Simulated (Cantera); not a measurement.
## Ti + CH4 (titanium nitride, carbide and oxide coatings)

Feed: 1 mol Ti, 2.9 mol CH4, equilibrated at 133 Pa.

Equilibrium computed with Cantera from the NASA thermochemical tables; the gas is ideal and each condensed phase is pure. Candidate condensed phases: C, C6H6, C7H8, C8H18, Ti, TiC; 77 gas species. TiC: taken at fixed stoichiometry. Equilibrium is a limit: real reactors are often held back by kinetics, nucleation or transport.

```csv
T (°C),log p H2,log p H,log p C2H2 (acetylene),log p Ti,log p C2H,log p C4H2,log p C3,log p CH4,n C(graphite),n TiC(s)
1427,-2.88,-5.27,-7.01,-12.09,-11.66,-11.55,-14.35,-8.71,1.90,1.00
1477,-2.88,-5.07,-6.82,-11.52,-11.16,-11.16,-13.62,-8.80,1.90,1.00
1527,-2.88,-4.89,-6.64,-10.99,-10.70,-10.79,-12.94,-8.87,1.90,1.00
1577,-2.88,-4.71,-6.46,-10.48,-10.26,-10.45,-12.30,-8.95,1.90,1.00
1627,-2.88,-4.54,-6.30,-10.00,-9.84,-10.12,-11.68,-9.02,1.90,1.00
1677,-2.89,-4.39,-6.15,-9.55,-9.45,-9.81,-11.11,-9.09,1.89,1.000
1727,-2.89,-4.24,-6.01,-9.12,-9.08,-9.52,-10.56,-9.16,1.89,1.000
1777,-2.90,-4.10,-5.88,-8.71,-8.73,-9.24,-10.04,-9.23,1.89,1.000
1827,-2.91,-3.96,-5.75,-8.32,-8.39,-8.99,-9.54,-9.31,1.88,1.000
1877,-2.93,-3.84,-5.64,-7.95,-8.07,-8.74,-9.07,-9.38,1.88,1.000
1927,-2.94,-3.72,-5.53,-7.59,-7.77,-8.52,-8.62,-9.47,1.87,1.000
```
log p: log10 of the partial pressure in bar; n: condensed amount in mol.

From 1427 °C to 1927 °C the condensed part is C(graphite) + TiC(s).
